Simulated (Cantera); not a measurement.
A jet of H2 : O2 : N2 = 0.016 : 0.05 : 0.79 (molar parts), equivalence ratio 0.16 at 300 K and 0.444 atm hits a platinum plate 2.7 cm away at a mass flux of 0.06 kg/m²/s; the plate temperature is set and raised in steps from an oxygen-covered start.

Model: Deutschmann's 1995 Pt surface mechanism with GRI-Mech 3.0 gas chemistry, integrated in Cantera. Catalytic surfaces can have several steady states; this one follows from the mechanism file's or the stated starting coverage.

x: mole fraction at the wall; θ: surface coverage.

```csv
plate T (K),wall x H2,wall x O2,wall x H2O,wall x OH,θ free Pt,θ O*,θ OH*
500,0.000836,0.0393,0.0350,<1e-8,0.0312,0.941,0.0276
550,0.000834,0.0393,0.0348,<1e-8,0.0330,0.951,0.0158
600,0.000832,0.0394,0.0345,<1e-8,0.0347,0.955,…
650,0.000825,0.0394,0.0343,<1e-8,0.0367,0.957,0.00661
700,0.000779,0.0394,0.0342,<1e-8,0.0406,0.955,0.00480
750,…,0.0393,0.0343,<1e-8,…,0.943,…
```

Question: What belongs in the gaps?

Answer: 
- 600, θ OH*: 0.00988
- 750, wall x H2: 0.000627
- 750, θ free Pt: 0.0526
- 750, θ OH*: 0.00394
